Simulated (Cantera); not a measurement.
Feed: 1 mol HI, 0.18 mol O₂, 0.071 mol H₂, equilibrated at 0.100 bar.

Equilibrium computed with Cantera from the NASA thermochemical tables; the gas is ideal and each condensed phase is pure. Candidate condensed phases: H₂O, I₂; 12 gas species. Kinetics and transport are ignored. All values below are at 2023 K.

Base state: I 0.609, H₂O 0.233, H₂ 0.117, HI 0.0374, H 0.00206, I₂ 0.000966, OH 0.000425 (mole fractions); condensed: gas only.

Task: What changes in the equilibrium state with this change: pressure from 0.100 bar to 1.33 mbar?

Result: 
```json
[
 {"species": "I", "before": "0.609", "after": "0.626"},
 {"species": "H₂O", "before": "0.233", "after": "0.223"},
 {"species": "H₂", "before": "0.117", "after": "0.124"},
 {"species": "HI", "before": "0.0374", "after": "0.00457"},
 {"species": "H", "before": "0.00206", "after": "0.0183"},
 {"species": "I₂", "before": "0.000966", "after": "1.36e-5"},
 {"species": "O", "before": "5.42e-6", "after": "0.000367"},
 {"species": "O₂", "before": "4.63e-6", "after": "0.000283"},
 {"species": "OH", "before": "0.000425", "after": "0.00342"}
]
```
